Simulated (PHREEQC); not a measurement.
**Nickel, zinc or cadmium bath: an equilibrium model**

A solution holds 0.045 mol ZnCl2 and 0.11 mol NaCl per kg of water, at 20 °C. Closed to the air; pH follows from the charge balance.

Computed with PHREEQC (ion-association model, phreeqc.dat).

Each row changes one thing in this solution. This is a speciation only: nothing precipitates in the calculation.

```
case                              pH  ionic strength (mol/kgw)  Zn+2 (mol/kgw)  ZnCl+ (mol/kgw)  ZnCl2 (mol/kgw)  ZnCl3- (mol/kgw)  SI of Halite (NaCl)
------------------------------  ----  ------------------------  --------------  ---------------  ---------------  ----------------  -------------------
as made                         5.16                     0.234          0.0397          0.00470         0.000443           9.85e-5                -3.52
diluted 10-fold with water       [?]                    0.0243         0.00439         0.000105          1.58e-6           3.43e-8                -5.36
diluted 5-fold with water        [?]                       [?]         0.00864         0.000346          9.34e-6           4.06e-7                  [?]
NaCl from 0.11 to 0.55 mol/kgw  5.12                     0.656          0.0322          0.00852          0.00187           0.00147                  [?]
temperature from 20 to 35 °C    5.12                     0.226          0.0361          0.00788         0.000766          0.000181                -3.54
```

Complete the blanks.


- diluted 10-fold with water, pH: 5.75
- diluted 5-fold with water, pH: 5.58
- diluted 5-fold with water, ionic strength (mol/kgw): 0.0483
- diluted 5-fold with water, SI of Halite (NaCl): -4.79
- NaCl from 0.11 to 0.55 mol/kgw, SI of Halite (NaCl): -2.37

Complexes and solids missing from the database can't appear.
